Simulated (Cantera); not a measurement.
Charge: 1 mol FeS₂, 0.42 mol SO₃, 0.051 mol O₂, equilibrated at 29.3 Torr.

These are equilibrium values from Cantera (NASA tables, ideal gas, pure condensed phases), not measurements of a reactor. Candidate condensed phases: Fe, FeO, FeS, FeSO₄, FeS₂, Fe₂O₃, Fe₂(SO₄)₃, Fe₃O₄, S; 12 gas species. FeS: taken at fixed stoichiometry. Gases not in the tables: S₃ to S₇. Kinetics and transport are ignored.

Q: Which condensed phases are stable at each of these points (T (K)): 673, 723, 773, 823, 873, 923, 973, 1023, 1073, 1123?

A: 
| T (K) | condensed phases | Fe condensed (%) |
|---|---|---|
| 673 | FeS₂(s) + Fe₃O₄(s) | 100.0 |
| 723 | FeS₂(s) + Fe₃O₄(s) | 100.0 |
| 773 | FeS₂(s) + Fe₃O₄(s) | 100.0 |
| 823 | FeS₂(s) + Fe₃O₄(s) | 100.0 |
| 873 | FeS(s) + FeS₂(s) | 100.0 |
| 923 | FeS(s) | 100.0 |
| 973 | FeS(s) | 100.0 |
| 1023 | FeS(s) | 100.0 |
| 1073 | FeS(s) | 100.0 |
| 1123 | FeS(s) | 100.0 |

From 673 K to 823 K the condensed part is FeS₂(s) + Fe₃O₄(s). At 873 K the condensed part is FeS(s) + FeS₂(s). From 923 K to 1123 K the condensed part is FeS(s).
